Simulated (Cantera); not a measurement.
Cantera run:

```python
import numpy as np
import cantera as ct

gas_names = """
    CL CL2 H HCL H2 Si SiCL SiCL2 SiCL3 SiCL4 SiH SiHCL3 SiH2 SiH2CL2 SiH3 SiH3CL SiH4 Si2 Si3
""".split()
cond_names = """
    Si(cr) Si(L)
""".split()


# ... load() reads the species with a 1 bar reference pressure and builds the phases ...
atoms = {
    'Si': {'Si': 1},
    'HCl': {'H': 1, 'CL': 1},
    'H2': {'H': 2},
}
top_T = {}  # K; cautious upper limits of use, not melting points


# ... equilibrate(T, P, feed) seeds the gas with the atoms and calls Mixture.equilibrate('TP', solver="vcs", rtol=1e-11, max_steps=5000) ...
results = []
feed = {'Si': 1, 'HCl': 0.77, 'H2': 3.6}  # mol
T = 1125  # K
P = 18000  # Pa
mix = equilibrate(T, P, feed)
results.append((T, P, feed, dict(zip(mix.species_names, mix.species_moles))))
print(gas.report(threshold=0.0001))
for i in range(1, mix.n_phases):
    print(f"{mix.phase(i).name:16s} {mix.phase_moles(i):12.5e} mol")
```

Result:

```
       temperature   1125 K
          pressure   18000 Pa
           density   0.018493 kg/m^3
  mean mol. weight   9.6102 kg/kmol
   phase of matter   gas

                          1 kg             1 kmol
                     ---------------   ---------------
          enthalpy            -48661       -4.6764e+05  J
   internal energy        -1.022e+06       -9.8214e+06  J
           entropy             20897        2.0083e+05  J/K
    Gibbs function       -2.3558e+07        -2.264e+08  J
 heat capacity c_p            3517.8             33806  J/K
 heat capacity c_v            2652.6             25492  J/K

                      mass frac. Y      mole frac. X     chem. pot. / RT
                     ---------------   ---------------   ---------------
               HCL           0.12273          0.032352           -39.599
                H2           0.19398           0.92469           -19.599
             SiCL2          0.024702         0.0023982           -63.512
             SiCL3          0.030946         0.0022122           -93.312
             SiCL4           0.44388           0.02511           -123.11
            SiHCL3            0.1757          0.012466           -103.11
           SiH2CL2         0.0079819        0.00075947           -83.112
     [  +12 minor]         8.599e-05        1.2562e-05

Si(cr)            8.19398e-01 mol
```

These are equilibrium values from Cantera (NASA tables, ideal gas, pure condensed phases), not measurements of a reactor. The tables' values for SiCl3 are old estimates; treat these amounts as uncertain.
